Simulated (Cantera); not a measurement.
A perfectly stirred reactor is fed with 6.10 % H2, 4.69 % O2, 89.2 % N2, equivalence ratio 0.65, at 0.640 bar; it is held at 1300 K, and followed from long to short residence time.

Cantera simulation using the H2/O2 subset of GRI-Mech 3.0, which has no nitrogen chemistry; the numbers are that mechanism's predictions, not measurements. The temperature is held fixed by assumption; the heat of reaction is taken as removed at once.

x: mole fraction; the columns are a selection and need not sum to one.

```
τ (s)       x H2    x O2       x H  x OH       x O   x H2O
------  --------  ------  --------  ----  --------  ------
1.8      5.02e-5  0.0169   4.28e-6     …   1.52e-5  0.0628
0.89     8.01e-5  0.0169   8.64e-6     …   2.45e-5  0.0628
0.43    0.000130  0.0170   1.78e-5     …   4.01e-5  0.0627
0.21    0.000207  0.0170   3.63e-5     …   6.50e-5  0.0626
0.10    0.000335  0.0170   7.56e-5     …  0.000107  0.0624
0.048   0.000535  0.0171  0.000155     …  0.000174  0.0621
0.023   0.000847  0.0172  0.000316     …  0.000280  0.0617
0.011    0.00133  0.0174  0.000633     …  0.000447  0.0609
0.0054   0.00201  0.0177   0.00121     …  0.000693  0.0598
```

Q: Fill in the missing entries.

A: 
- 1.8, x OH: 0.000110
- 0.89, x OH: 0.000138
- 0.43, x OH: 0.000176
- 0.21, x OH: 0.000224
- 0.10, x OH: 0.000287
- 0.048, x OH: 0.000367
- 0.023, x OH: 0.000470
- 0.011, x OH: 0.000599
- 0.0054, x OH: 0.000753
